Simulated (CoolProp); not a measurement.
A single-stage vapour-compression cycle with vinyl chloride: evaporating at 309.15 K (dew point), condensing at 365.15 K (bubble point), superheat 5 K, subcooling 5 K, compressor efficiency 0.75, no pressure losses. Each further row changes one setting.

Computed with CoolProp (reference Helmholtz-energy equation of state, Thol 2022).

| case | cooling COP | pressure ratio | discharge temperature (K) | refrigerating effect (kJ/kg) | volumetric capacity (kJ/m³) |
|---|---|---|---|---|---|
| as stated | 3.33 | 3.66 | 402.4 | 233 | 3310 |
| evaporating temperature 314.15 K | 3.78 | 3.19 | (withheld) | 236 | 3820 |
| condensing temperature 360.15 K | (withheld) | 3.31 | (withheld) | 242 | 3440 |
| subcooling 10 K | 3.46 | 3.66 | 402.4 | 242 | 3440 |
| superheat 15 K | 3.33 | 3.66 | 412.9 | (withheld) | (withheld) |
| compressor efficiency 0.65 | 2.89 | 3.66 | (withheld) | 233 | 3310 |

Task: Fill in the missing entries.

Result: 
- evaporating temperature 314.15 K, discharge temperature (K): 398.8
- condensing temperature 360.15 K, cooling COP: 3.76
- condensing temperature 360.15 K, discharge temperature (K): 395.2
- superheat 15 K, refrigerating effect (kJ/kg): 243
- superheat 15 K, volumetric capacity (kJ/m³): 3320
- compressor efficiency 0.65, discharge temperature (K): 411.1
